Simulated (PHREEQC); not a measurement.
PHREEQC input (ion-association model, wateq4f.dat):

```
SOLUTION 1
  temp 25
  units mol/kgw
  pH 7 charge
  B 0.0184
  F 0.0736
  Cu(2) 0.0092
  Cl 0.04611
  Na 0.00011
SOLUTION 2
  temp 25
  units mol/kgw
  pH 7 charge
  Br 0.0038
  S(6) 0.00043
  Zn 0.00043
END
SELECTED_OUTPUT 1
  -reset false
  -pH true
  -pe true
  -ionic_strength true
  -water true
  -totals B Br Cl Cu F Na S Zn Cu(1) Cu(2)
    S(-2) S(6)
  -molalities H+ H3BO3 Br- Cl- Cu+2 F- Na+ SO4-2 Zn+2 H2BO3-
    NaSO4- HSO4- H2S HS- S-2 O2 OH- BF(OH)3- BF2(OH)2- BF3OH-
    BF4- HF HF2- CuCl2- CuCl3-2 Cu+ CuCl+ CuCl2 CuCl3- CuCl4-2
    CuF+ CuOH+ Cu(OH)2 Cu(OH)3- Cu(OH)4-2 Cu2(OH)2+2 CuSO4 Cu(HS)3- ZnCl+ ZnCl2
    ZnCl3- ZnCl4-2 ZnF+ ZnOH+ Zn(OH)2 Zn(OH)3- Zn(OH)4-2 ZnOHCl Zn(HS)2 Zn(HS)3-
    ZnSO4 Zn(SO4)2-2 ZnBr+ ZnBr2 H2F2 NaF
  -saturation_indices Cu(OH)2 Brochantite Antlerite Atacamite Zn(OH)2-e Zn4(OH)6SO4 Zn5(OH)8Cl2 Halite Mirabilite Chalcanthite
    Goslarite CuF2:2H2O ZnF2
PRINT
  -reset false
MIX 1
  1 1
  2 0
EQUILIBRIUM_PHASES 1
  O2(g) -0.68 10
END
# ... the last block is repeated for the other 20 points of share of solution B
```

Selected output (columns that matter, 21 of 21 rows; share of solution B added in front):

```
share of solution B	pH	mu	B	Br	Cl	Cu	F	Na	S	Zn	si_Cu(OH)2	si_Brochantite	si_Antlerite	si_Atacamite
0	1.431	0.070879	0.0184	0	0.04611	0.0092	0.0736	0.00011	0	0	-8.196	-1000	-1000	-9.3258
0.05	1.451	0.067555	0.01748	0.00019	0.043805	0.00874	0.06992	0.0001045	2.15e-05	2.15e-05	-8.172	-21.905	-15.323	-9.318
0.1	1.4719	0.064231	0.01656	0.00038	0.041499	0.0082801	0.066241	9.9001e-05	4.3e-05	4.3e-05	-8.1469	-21.529	-14.972	-9.3102
0.15	1.494	0.060907	0.01564	0.00057001	0.039194	0.0078201	0.062561	9.3501e-05	6.4501e-05	6.4501e-05	-8.1207	-21.275	-14.744	-9.3027
0.2	1.5173	0.057583	0.01472	0.00076001	0.036889	0.0073601	0.058881	8.8001e-05	8.6001e-05	8.6001e-05	-8.0933	-21.069	-14.566	-9.2953
0.25	1.5419	0.054258	0.0138	0.00095002	0.034583	0.0069001	0.055201	8.2502e-05	0.0001075	0.0001075	-8.0646	-20.887	-14.413	-9.2882
0.3	1.5681	0.050935	0.01288	0.00114	0.032278	0.0064401	0.051521	7.7002e-05	0.000129	0.000129	-8.0344	-20.72	-14.275	-9.2816
0.35	1.596	0.047612	0.01196	0.00133	0.029972	0.0059802	0.047841	7.1502e-05	0.0001505	0.0001505	-8.0026	-20.56	-14.148	-9.2755
0.4	1.6258	0.04429	0.01104	0.00152	0.027667	0.0055202	0.044161	6.6002e-05	0.000172	0.000172	-7.9691	-20.405	-14.026	-9.2704
0.45	1.658	0.04097	0.01012	0.0017101	0.025361	0.0050602	0.040481	6.0502e-05	0.00019351	0.00019351	-7.9335	-20.253	-13.909	-9.2664
0.5	1.6927	0.037653	0.0092003	0.0019001	0.023056	0.0046002	0.036801	5.5002e-05	0.00021501	0.00021501	-7.8958	-20.101	-13.795	-9.2642
0.55	1.7306	0.034339	0.0082803	0.0020901	0.02075	0.0041402	0.033121	4.9502e-05	0.00023651	0.00023651	-7.8556	-19.948	-13.682	-9.2644
0.6	1.7722	0.03103	0.0073603	0.0022801	0.018445	0.0036801	0.029441	4.4002e-05	0.00025801	0.00025801	-7.8128	-19.793	-13.57	-9.2682
0.65	1.8183	0.027727	0.0064403	0.0024701	0.016139	0.0032201	0.025761	3.8502e-05	0.00027951	0.00027951	-7.7671	-19.636	-13.459	-9.2772
0.7	1.8699	0.024432	0.0055202	0.0026601	0.013834	0.0027601	0.022081	3.3001e-05	0.00030101	0.00030101	-7.7183	-19.478	-13.35	-9.2944
0.75	1.9285	0.021149	0.0046002	0.0028501	0.011528	0.0023001	0.018401	2.7501e-05	0.00032251	0.00032251	-7.6667	-19.322	-13.245	-9.3247
0.8	1.9962	0.017882	0.0036802	0.0030401	0.0092224	0.0018401	0.014721	2.2001e-05	0.00034402	0.00034402	-7.6132	-19.174	-13.151	-9.3778
0.85	2.0763	0.014637	0.0027601	0.0032301	0.0069168	0.0013801	0.01104	1.6501e-05	0.00036552	0.00036552	-7.5613	-19.054	-13.083	-9.474
0.9	2.174	0.011429	0.0018401	0.0034201	0.0046112	0.00092004	0.0073603	1.1e-05	0.00038702	0.00038702	-7.5232	-19.02	-13.087	-9.6658
0.95	2.2977	0.008284	0.00092003	0.0036101	0.0023056	0.00046001	0.0036801	5.5002e-06	0.00040851	0.00040851	-7.5548	-19.309	-13.344	-10.147
1	2.4608	0.0052761	0	0.0038	0	0	0	0	0.00043	0.00043	-1000	-1000	-1000	-1000
```

Real BF4- forms and hydrolyses slowly; the run takes it at equilibrium.
